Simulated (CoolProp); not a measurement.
Toluene along the isobar 0.101 MPa: density (kg/m³) from the reference equation and from simpler models built on Tc = 591.7 K, pc = 4.126 MPa, ω = 0.266; each cubic takes its own stable root.

Values from CoolProp's reference Helmholtz-energy equation of state, Lemmon 2006. It is a short technical equation, of lower accuracy than the large ones.

```tsv
T (K)	phase	reference
325.6	liquid	836.4
342.7	liquid	820.0
359.8	liquid	803.3
377	liquid	786.1
394.1	gas	2.948
411.3	gas	2.809
428.4	gas	2.685
445.5	gas	2.573
462.7	gas	2.470
479.8	gas	2.376
497	gas	2.289
514.1	gas	2.209
531.3	gas	2.134
548.4	gas	2.065
565.5	gas	2.000
582.7	gas	1.939
```

**Question.** How far does each simpler model (van der Waals, Redlich-Kwong, Soave-Redlich-Kwong, Peng-Robinson) lie from the reference over these 16 states: mean and median of the absolute difference, and the worst?

**Answer.** 
- van der Waals: mean 25.4 %, median 0.9 %, worst -99.6 % at 377 K and 0.101 MPa
- Redlich-Kwong: mean 9.0 %, median 0.5 %, worst -99.6 % at 377 K and 0.101 MPa
- Soave-Redlich-Kwong: mean 2.8 %, median 0.3 %, worst -10.6 % at 325.6 K and 0.101 MPa
- Peng-Robinson: mean 0.4 %, median 0.2 %, worst +1.2 % at 377 K and 0.101 MPa

At some of these states van der Waals, Redlich-Kwong gives the other phase, because its saturation line lies elsewhere.
